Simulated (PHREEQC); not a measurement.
Make-up at 20 °C: 0.0044 mol/kgw CaSO4 and 0.0085 mol/kgw Na2SO4. Closed to the air; pH follows from the charge balance.

Equilibrium calculation in PHREEQC: Pitzer model, pitzer.dat.

| quantity | before | after |
|---|---|---|
| pH | 7.16 | 7.42 |
| SI of Mirabilite (Na2SO4:10H2O) | -4.50 | -3.70 |
| SI of Thenardite (Na2SO4) | -5.68 | -5.74 |

Problem. Which change was made?
A) 0.0019 mol/kgw KOH added
B) CaSO4 left out
C) CaSO4 from 0.0044 to 0.00044 mol/kgw
D) temperature from 20 to 5 °C
E) temperature from 20 to 85 °C

Solution. D, temperature from 20 to 5 °C

Precipitation was switched off in this run. At this temperature some constants are extrapolated from 25 °C, and those without enthalpy data are left unchanged.
